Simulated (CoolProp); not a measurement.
Saturated liquid density (kg/m³) of sulfur dioxide: the reference equation beside estimates from Tc = 157.5 °C, pc = 7.887 MPa, ω = 0.256. Rackett uses Z = 0.29056 − 0.08775 ω.

Computed with CoolProp (reference Helmholtz-energy equation of state, Gao 2016).

```
T (°C)  reference  Rackett  van der Waals  Redlich-Kwong  Peng-Robinson
------  ---------  -------  -------------  -------------  -------------
-46.35       1555     1524          911.1           1350           1556
-42.65       1545      [?]          906.5           1343           1549
-38.95       1536     1507          901.8           1335           1541
-35.25       1527     1499          897.1           1327            [?]
-31.55       1517     1490          892.3           1319           1526
-27.75       1507     1481          887.3           1310           1518
-24.05       1498     1472          882.4           1302           1510
-20.35       1488     1463          877.4           1293           1502
-16.65       1479     1454          872.4           1285           1494
-12.95       1469     1445          867.3           1276           1485
-9.25        1460     1436          862.1           1267           1476
-5.45        1450     1427          856.8           1258           1467
-1.75        1440     1418          851.5           1249            [?]
1.95         1430     1408          846.1           1239            [?]
```

Complete the blanks.


- -42.65, Rackett: 1516
- -35.25, Peng-Robinson: 1534
- -1.75, Peng-Robinson: 1458
- 1.95, Peng-Robinson: 1449

Absolute difference from the reference over all 14 rows, mean and median: Rackett 1.7 and 1.7 %, van der Waals 41.1 and 41.1 %, Redlich-Kwong 13.1 and 13.1 %, Peng-Robinson 0.8 and 0.9 %.
